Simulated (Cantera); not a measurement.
Input: 1 mol SiCl4, 2.3 mol HCl, 33 mol H2, at 1202 °C and 1.33 mbar.

These are equilibrium values from Cantera (NASA tables, ideal gas, pure condensed phases), not measurements of a reactor. Candidate condensed phases: Si; 19 gas species. The tables' values for SiCl3 are old estimates; treat these amounts as uncertain. Kinetics and transport are ignored.

### Question
What is the equilibrium state?

### Answer
| Quantity | Result |
|---|---|
| x(H2) | 0.858 |
| x(HCl) | 0.115 |
| x(SiCl2) | 0.0264 |
| x(SiCl3) | 0.000351 |
| x(H) | 0.000329 |
| x(Cl) | 3.57e-5 |
| x(SiCl4) | 1.59e-5 |
| x(SiHCl3) | 1.12e-5 |
| x(SiCl) | 9.66e-6 |
| gas amount | 37.30 mol |
| log10 activity of Si(s) (absent) | -0.26 |
